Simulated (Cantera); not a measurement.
Input: 1 mol CuO, 0.58 mol C, 0.42 mol CO, held at 1400 °C and 11000 Pa.

Cantera equilibrium calculation (NASA polynomials, part measured and part estimated; ideal gas, pure solids and liquids). Candidate condensed phases: C, Cu, CuO, Cu₂O; 15 gas species. Rates play no part.

Base state: CO 0.579, CO₂ 0.420, Cu 0.00101 (mole fractions); condensed: Cu(l).

### Question
What changes in the equilibrium state with this change: CuO replaced by TiO₂?

### Answer
```tsv
species	before	after
CO	0.579	1.000
CO₂	0.420	0.000112
Cu	0.00101	0
Cu(l), mol	0.999	0
TiC(s), mol	0	0.0320
Ti₂O₃(s), mol	0	0.484
```
Mutual solubility and eutectic melting of coexisting phases are not modelled. TiC: taken at fixed stoichiometry. Further candidate phases: Ti, TiC, TiO, TiO₂, Ti₂O₃, Ti₃O₅, Ti₄O₇.
